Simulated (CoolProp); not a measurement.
A Linde-Hampson liquefier for ethylene: isothermal reversible compression at 320 K from 1 atm to 15 MPa, throttling to 1 atm, return gas leaving the recuperator 0 K below the feed. Each further row changes one setting.

Values from CoolProp's reference Helmholtz-energy equation of state, Smukala 2000.

```csv
case,liquid yield per pass,compression work (kJ/kg of gas)
as stated,…,404
high pressure 30 MPa,0.429,…
warm-end temperature 350 K,…,…
warm-end gap 5 K,…,404
```

What belongs in the gaps?


- as stated, liquid yield per pass: 0.395
- high pressure 30 MPa, compression work (kJ/kg of gas): 444
- warm-end temperature 350 K, liquid yield per pass: 0.291
- warm-end temperature 350 K, compression work (kJ/kg of gas): 465
- warm-end gap 5 K, liquid yield per pass: 0.388
